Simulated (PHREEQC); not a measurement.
# Buffer: speciation

Consider water at 25 °C with 0.18 mol/kgw H3BO3 and 0.0025 mol/kgw KOH. It is in equilibrium with CO2 at log p = -2 (atm). Otherwise closed; pH follows from the charge balance.

All values are PHREEQC results (Pitzer model, pitzer.dat), not measurements.

- pH = 6.72
- ionic strength = 0.00250 mol/kgw
- osmotic coefficient = 0.998
- total alkalinity = 2.50 meq/kg

```json
[
 {"species": "B(OH)3", "molality": "0.176", "activity": "0.176", "log γ": "0.000"},
 {"species": "K+", "molality": "0.00250", "activity": "0.00232", "log γ": "-0.032"},
 {"species": "B3O3(OH)4-", "molality": "0.00102", "activity": "0.000864", "log γ": "-0.070"},
 {"species": "HCO3-", "molality": "0.000894", "activity": "0.000819", "log γ": "-0.038"},
 {"species": "B(OH)4-", "molality": "0.000586", "activity": "0.000537", "log γ": "-0.038"},
 {"species": "CO2", "molality": "0.000340", "activity": "0.000340", "log γ": "0.000"},
 {"species": "B4O5(OH)4-2", "molality": "2.70e-6", "activity": "2.00e-6", "log γ": "-0.130"},
 {"species": "CO3-2", "molality": "2.66e-7", "activity": "1.99e-7", "log γ": "-0.127"},
 {"species": "H+", "molality": "1.93e-7", "activity": "1.89e-7", "log γ": "-0.011"},
 {"species": "OH-", "molality": "5.83e-8", "activity": "5.34e-8", "log γ": "-0.038"}
]
```

Precipitation was switched off in this run.
